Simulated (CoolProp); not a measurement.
Vapour-liquid equilibrium of dimethyl ether (1) + R236FA (2) at -60.95 °C; x and y are mole fractions of (1).

Model: multi-fluid Helmholtz-energy mixture model, Wu 2011 and Pan 2012; pair parameters Bell 2016, in CoolProp.

| x | bubble pressure (bar) | y at the bubble point | dew pressure at overall composition x (bar) | liquid density (mol/L) |
|---|---|---|---|---|
| 0.05 | 0.03602 | 0.076 | 0.03568 | 10.88 |
| 0.2 | 0.04079 | 0.334 | 0.03795 | 11.62 |
| 0.35 | 0.05021 | 0.597 | 0.04118 | 12.43 |
| 0.5 | 0.06631 | 0.799 | 0.04590 | 13.32 |
| 0.65 | 0.08963 | 0.918 | 0.05323 | 14.29 |
| 0.8 | 0.1178 | 0.974 | 0.06643 | 15.37 |
| 0.95 | 0.1452 | 0.996 | 0.1025 | 16.57 |

No azeotrope shows between x = 0.05 and 0.95.

Pair parameters are fitted to limited data, so mixtures are less certain than the pure fluids.
